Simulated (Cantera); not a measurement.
What does this Cantera script print?

```python
import numpy as np
import cantera as ct

gas = ct.Solution("SiF4_NH3_mec.yaml", "gas")
gas.TPX = 1475, 2666, {'NH3': 1, 'H2': 0.24}
reactor = ct.IdealGasConstPressureReactor(gas, energy="off", clone=False)
net = ct.ReactorNet([reactor])
net.rtol, net.atol = 1e-08, 1e-18
show = ['NH3', 'H2', 'N2H4', 'H', 'N2', 'NH2', 'N']
times = np.geomspace(2e-06, 60, 11)

steps = ct.SolutionArray(gas, extra=["t"])
rows = []
print(f"{'t/s':>10s}{'T/K':>9s}{'P/Pa':>11s}" + "".join(f"{s:>11s}" for s in show))
for t in times:
    while net.time < t:
        t_next = net.step()
        steps.append(gas.state, t=t_next)
    rows.append([np.interp(t, steps.t, y) for y in (steps.T, steps.P, *steps(*show).X.T)])
    print(f"{t:10.3e}{rows[-1][0]:9.1f}{rows[-1][1]:11.4g}" + "".join(f"{x:11.3e}" for x in rows[-1][2:]))
rate = np.gradient(steps.T, steps.t)
print("integrator steps:", len(steps.t))
if steps.T.max() > steps.T[0] + 200:
    print(f"time of steepest temperature rise: {steps.t[rate.argmax()]:.4e} s")
gas.TPX = 1475, 2666, {'NH3': 1, 'H2': 0.24}
gas.equilibrate("TP")
print(f"equilibrium (TP): T = {gas.T:.1f} K  " + "  ".join(f"{s} {gas[s].X[0]:.3e}" for s in show))
```

Result:

```
       t/s      T/K       P/Pa        NH3         H2       N2H4          H         N2        NH2          N
 2.000e-06   1475.0       2666  8.065e-01  1.935e-01  2.573e-22  1.657e-10  2.849e-27  2.045e-10  1.536e-28
 1.119e-05   1475.0       2666  8.065e-01  1.935e-01  6.786e-20  6.180e-10  2.111e-23  1.452e-09  5.105e-25
 6.258e-05   1475.0       2666  8.065e-01  1.935e-01  1.818e-17  1.671e-09  1.750e-19  9.911e-09  7.672e-22
 3.501e-04   1475.0       2666  8.065e-01  1.935e-01  3.104e-15  6.988e-09  7.752e-16  5.780e-08  1.126e-18
 1.958e-03   1475.0       2666  8.065e-01  1.935e-01  2.978e-13  3.673e-08  1.310e-12  3.256e-07  7.449e-16
 1.095e-02   1475.0       2666  8.064e-01  1.935e-01  1.338e-11  2.030e-07  8.322e-10  1.823e-06  1.827e-13
 6.128e-02   1475.0       2666  8.064e-01  1.936e-01  4.433e-10  1.128e-06  2.278e-07  1.015e-05  3.233e-11
 3.428e-01   1475.0       2666  8.062e-01  1.937e-01  8.681e-09  4.989e-06  3.886e-05  4.485e-05  2.416e-09
 1.917e+00   1475.0       2666  8.040e-01  1.953e-01  1.156e-08  5.823e-06  6.463e-04  5.177e-05  3.638e-09
 1.073e+01   1475.0       2666  7.917e-01  2.042e-01  1.132e-08  6.120e-06  4.061e-03  5.124e-05  3.679e-09
 6.000e+01   1475.0       2666  7.282e-01  2.501e-01  1.011e-08  7.703e-06  2.165e-02  4.843e-05  3.848e-09
integrator steps: 469
equilibrium (TP): T = 1475.0 K  NH3 5.679e-07  H2 7.767e-01  N2H4 5.423e-20  H 7.047e-05  N2 2.232e-01  NH2 1.114e-10  N 9.145e-14
```

Cantera simulation using the gas-phase N/H chemistry of the illustrative SiF4/NH3 mechanism in the Surface Chemkin manual (1991); the numbers are that mechanism's predictions, not measurements. Walls and surfaces, which speed up NH3 decomposition in real reactors, are not modelled.
